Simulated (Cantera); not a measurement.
A Cantera script and its output.

```python
import numpy as np
import cantera as ct

gas = ct.Solution("gri30.yaml")
gas.TPX = 1500, 101325, {'CH4': 1, 'O2': 3.51, 'N2': 13.2, 'H2O': 0.4, 'CO2': 0.029}
reactor = ct.IdealGasReactor(gas, energy="on", clone=False)
net = ct.ReactorNet([reactor])
net.rtol, net.atol = 1e-08, 1e-16
show = ['CH4', 'O2', 'H2O', 'HCN', 'NO2', 'HCO']
times = np.geomspace(3e-06, 3, 11)

steps = ct.SolutionArray(gas, extra=["t"])
rows = []
print(f"{'t/s':>10s}{'T/K':>9s}{'P/Pa':>11s}" + "".join(f"{s:>11s}" for s in show))
for t in times:
    while net.time < t:
        t_next = net.step()
        steps.append(gas.state, t=t_next)
    rows.append([np.interp(t, steps.t, y) for y in (steps.T, steps.P, *steps(*show).X.T)])
    print(f"{t:10.3e}{rows[-1][0]:9.1f}{rows[-1][1]:11.4g}" + "".join(f"{x:11.3e}" for x in rows[-1][2:]))
rate = np.gradient(steps.T, steps.t)
print("integrator steps:", len(steps.t))
if steps.T.max() > steps.T[0] + 200:
    print(f"time of steepest temperature rise: {steps.t[rate.argmax()]:.4e} s")
gas.TPX = 1500, 101325, {'CH4': 1, 'O2': 3.51, 'N2': 13.2, 'H2O': 0.4, 'CO2': 0.029}
gas.equilibrate("UV")
print(f"equilibrium (UV): T = {gas.T:.1f} K  " + "  ".join(f"{s} {gas[s].X[0]:.3e}" for s in show))
```

It prints:

```
       t/s      T/K       P/Pa        CH4         O2        H2O        HCN        NO2        HCO
 3.000e-06   1500.0  1.013e+05  5.513e-02  1.935e-01  2.205e-02  1.103e-19  3.014e-22  2.158e-14
 1.194e-05   1500.0  1.013e+05  5.513e-02  1.935e-01  2.205e-02  2.097e-18  3.575e-20  4.339e-13
 4.755e-05   1500.0  1.013e+05  5.512e-02  1.935e-01  2.205e-02  4.150e-17  3.549e-18  9.661e-12
 1.893e-04   1500.0  1.013e+05  5.506e-02  1.935e-01  2.209e-02  1.429e-15  5.118e-16  4.840e-10
 7.536e-04   1518.6  1.026e+05  5.156e-02  1.911e-01  2.478e-02  1.833e-12  5.272e-13  2.186e-07
 3.000e-03   2637.9  1.809e+05  1.689e-17  7.788e-02  1.178e-01  3.438e-11  5.242e-06  3.886e-09
 1.194e-02   2626.3    1.8e+05  1.587e-17  7.434e-02  1.184e-01  4.828e-11  9.884e-06  3.626e-09
 4.755e-02   2626.0  1.799e+05  1.584e-17  7.422e-02  1.184e-01  4.867e-11  1.003e-05  3.618e-09
 1.893e-01   2626.0  1.799e+05  1.584e-17  7.422e-02  1.184e-01  4.867e-11  1.003e-05  3.618e-09
 7.536e-01   2626.0  1.799e+05  1.584e-17  7.422e-02  1.184e-01  4.867e-11  1.003e-05  3.618e-09
 3.000e+00   2626.0  1.799e+05  1.584e-17  7.422e-02  1.184e-01  4.867e-11  1.003e-05  3.618e-09
integrator steps: 1892
time of steepest temperature rise: 9.6040e-04 s
equilibrium (UV): T = 2626.0 K  CH4 2.256e-17  O2 7.422e-02  H2O 1.184e-01  HCN 4.867e-11  NO2 1.003e-05  HCO 3.618e-09
```

Detailed kinetics in Cantera: GRI-Mech 3.0 (53 species, 325 reactions).
